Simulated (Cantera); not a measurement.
A closed system holds: 1 mol CsOH, 0.21 mol H2O, 0.14 mol O2, equilibrated at 2223 K and 101000 Pa.

Equilibrium computed with Cantera from the NASA thermochemical tables; the gas is ideal and each condensed phase is pure. Equilibrium is a limit: real reactors are often held back by kinetics, nucleation or transport.

```csv
species,before,after
CsOH,0.680,0.730
H2O,0.166,0.157
O2,0.108,0.105
Cs,0.0364,5.43e-5
H,0.000164,2.25e-9
O,0.00102,3.04e-7
H2,0.000662,2.18e-7
CsO,0.00179,4.06e-6
Cs2(OH)2,3.05e-5,0.00807
OH,0.00594,3.23e-5
```
Gas species are given as mole fractions.

**Question.** Which change was made?
A. temperature from 2223 K to 1975 K
B. temperature from 2223 K to 1400 K
C. temperature from 2223 K to 973.15 K
D. 1.2 mol H2 added

**Answer.** B, temperature from 2223 K to 1400 K
